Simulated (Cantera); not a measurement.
# Thermodynamics of fluorocarbon and chlorocarbon gases, feed CH3F

A closed system holds: 1 mol CH3F, equilibrated at 2800 °C and 0.0133 bar.

Equilibrium computed with Cantera from the NASA thermochemical tables; the gas is ideal and each condensed phase is pure. Candidate condensed phases: C, C6H6, C7H8, C8H18; 95 gas species. The numbers say what is thermodynamically allowed, not how fast it happens.

```
Quantity                Result
-------------------  ---------
x(H)                     0.498
x(HF)                    0.323
x(H2)                   0.0856
x(C3)                   0.0501
x(F)                    0.0132
x(C)                   0.00750
x(C2H)                 0.00726
x(C2H2 (acetylene))    0.00655
x(C2)                  0.00516
n(C(graphite))       0.393 mol
gas amount           2.960 mol
```
